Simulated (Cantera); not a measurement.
A Cantera script and its output.

```python
import numpy as np
import cantera as ct

gas = ct.Solution("gri30.yaml")
gas.TPX = 1075, 1200, {'H2': 0.12, 'O2': 1}
reactor = ct.IdealGasConstPressureReactor(gas, energy="off", clone=False)
net = ct.ReactorNet([reactor])
net.rtol, net.atol = 1e-08, 1e-18
show = ['H2', 'O2', 'H', 'HO2', 'O']
times = np.geomspace(0.0003, 1, 12)

steps = ct.SolutionArray(gas, extra=["t"])
rows = []
print(f"{'t/s':>10s}{'T/K':>9s}{'P/Pa':>11s}" + "".join(f"{s:>11s}" for s in show))
for t in times:
    while net.time < t:
        t_next = net.step()
        steps.append(gas.state, t=t_next)
    rows.append([np.interp(t, steps.t, y) for y in (steps.T, steps.P, *steps(*show).X.T)])
    print(f"{t:10.3e}{rows[-1][0]:9.1f}{rows[-1][1]:11.4g}" + "".join(f"{x:11.3e}" for x in rows[-1][2:]))
rate = np.gradient(steps.T, steps.t)
print("integrator steps:", len(steps.t))
if steps.T.max() > steps.T[0] + 200:
    print(f"time of steepest temperature rise: {steps.t[rate.argmax()]:.4e} s")
gas.TPX = 1075, 1200, {'H2': 0.12, 'O2': 1}
gas.equilibrate("TP")
print(f"equilibrium (TP): T = {gas.T:.1f} K  " + "  ".join(f"{s} {gas[s].X[0]:.3e}" for s in show))
```

Output:

```
       t/s      T/K       P/Pa         H2         O2          H        HO2          O
 3.000e-04   1075.0       1200  1.071e-01  8.929e-01  2.301e-09  1.704e-09  1.893e-09
 6.272e-04   1075.0       1200  1.071e-01  8.929e-01  1.734e-08  3.701e-09  1.647e-08
 1.311e-03   1075.0       1200  1.071e-01  8.929e-01  9.739e-07  1.793e-08  9.443e-07
 2.741e-03   1075.0       1200  9.748e-02  8.869e-01  3.661e-03  4.307e-06  3.301e-03
 5.730e-03   1075.0       1200  3.559e-03  8.358e-01  2.807e-02  7.712e-06  3.986e-02
 1.198e-02   1075.0       1200  2.183e-03  8.531e-01  1.492e-02  7.668e-06  2.760e-02
 2.504e-02   1075.0       1200  1.043e-03  8.718e-01  4.605e-03  6.928e-06  1.276e-02
 5.235e-02   1075.0       1200  3.122e-04  8.824e-01  7.225e-04  4.889e-06  3.788e-03
 1.094e-01   1075.0       1200  7.017e-05  8.857e-01  7.682e-05  2.467e-06  8.582e-04
 2.288e-01   1075.0       1200  1.530e-05  8.865e-01  8.121e-06  9.439e-07  1.919e-04
 4.783e-01   1075.0       1200  3.755e-06  8.867e-01  1.041e-06  3.226e-07  4.870e-05
 1.000e+00   1075.0       1200  1.078e-06  8.867e-01  1.686e-07  1.124e-07  1.446e-05
integrator steps: 1362
equilibrium (TP): T = 1075.0 K  H2 7.741e-10  O2 8.868e-01  H 3.752e-12  HO2 2.949e-09  O 1.135e-08
```

Model: GRI-Mech 3.0 (53 species, 325 reactions), integrated in Cantera. Radical loss at walls, strong at low pressure, is not modelled. The temperature is held fixed by assumption; the heat of reaction is taken as removed at once.
